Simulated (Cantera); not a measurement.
**Reactions in the system C-N-O-Ta**

Source: NASA polynomial tables (part measured, part estimated), evaluated in Cantera. Values are per mole of reaction as written; species without (g) are pure solids or liquids, kept so even where they would boil at 1 bar. TaC: taken at fixed stoichiometry.

2 TaO2(g) + 3 N2(g) + 2 CO(g) ⇌ 6 NO(g) + 2 TaC

```json
[
 {"T (K)": "300", "ΔH° (kJ)": "882.2", "ΔS° (J/K)": "-181.3", "ΔG° (kJ)": "936.6", "log10 K": "-163.07"},
 {"T (K)": "350", "ΔH° (kJ)": "883.2", "ΔS° (J/K)": "-178.3", "ΔG° (kJ)": "945.6", "log10 K": "-141.12"},
 {"T (K)": "500", "ΔH° (kJ)": "886.4", "ΔS° (J/K)": "-170.7", "ΔG° (kJ)": "971.7", "log10 K": "-101.51"},
 {"T (K)": "650", "ΔH° (kJ)": "890.0", "ΔS° (J/K)": "-164.4", "ΔG° (kJ)": "996.8", "log10 K": "-80.11"},
 {"T (K)": "800", "ΔH° (kJ)": "894.0", "ΔS° (J/K)": "-158.8", "ΔG° (kJ)": "1021.1", "log10 K": "-66.67"},
 {"T (K)": "950", "ΔH° (kJ)": "898.3", "ΔS° (J/K)": "-154.0", "ΔG° (kJ)": "1044.5", "log10 K": "-57.43"},
 {"T (K)": "1100", "ΔH° (kJ)": "902.8", "ΔS° (J/K)": "-149.5", "ΔG° (kJ)": "1067.3", "log10 K": "-50.68"},
 {"T (K)": "1250", "ΔH° (kJ)": "907.7", "ΔS° (J/K)": "-145.4", "ΔG° (kJ)": "1089.4", "log10 K": "-45.52"},
 {"T (K)": "1400", "ΔH° (kJ)": "912.8", "ΔS° (J/K)": "-141.5", "ΔG° (kJ)": "1110.9", "log10 K": "-41.45"},
 {"T (K)": "1550", "ΔH° (kJ)": "918.2", "ΔS° (J/K)": "-137.9", "ΔG° (kJ)": "1131.9", "log10 K": "-38.14"},
 {"T (K)": "1700", "ΔH° (kJ)": "923.8", "ΔS° (J/K)": "-134.4", "ΔG° (kJ)": "1152.3", "log10 K": "-35.40"},
 {"T (K)": "1850", "ΔH° (kJ)": "929.8", "ΔS° (J/K)": "-131.0", "ΔG° (kJ)": "1172.2", "log10 K": "-33.10"}
]
```

4 TaC + 7 NO2(g) ⇌ 4 CO(g) + 2 Ta2O5 + 7 N(g)

```
T (K)  ΔH° (kJ)  ΔS° (J/K)  ΔG° (kJ)  log10 K
-----  --------  ---------  --------  -------
300      -888.1      300.2    -978.2   170.31
350      -882.1      318.7    -993.6   148.29
500      -866.3      356.4   -1044.5   109.12
650      -853.2      379.5   -1099.9    88.38
800      -841.5      395.6   -1158.1    75.61
950      -830.7      408.1   -1218.4    66.99
1100     -820.6      418.0   -1280.3    60.80
1250     -810.9      426.2   -1343.7    56.15
1400     -801.8      433.1   -1408.2    52.54
1550     -793.2      438.9   -1473.6    49.66
1700     -785.3      443.8   -1539.8    47.31
1850     -777.9      448.0   -1606.7    45.36
```
